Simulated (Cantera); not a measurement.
Feed: 1 mol Ti, a varied amount of C3H8, at 2075 K and 2.40 mbar.

Cantera equilibrium calculation (NASA polynomials, part measured and part estimated; ideal gas, pure solids and liquids). Candidate condensed phases: C, C6H6, C7H8, C8H18, Ti, TiC; 77 gas species. TiC: taken at fixed stoichiometry. Equilibrium is a limit: real reactors are often held back by kinetics, nucleation or transport.

**Question.** At 1.2 mol C3H8, list the 3 most abundant gas species with their mole fractions, and the condensed phases.

**Answer.** H2 0.946, H 0.0529, C2H2 (acetylene) 0.00117. Condensed: C(graphite) + TiC(s).
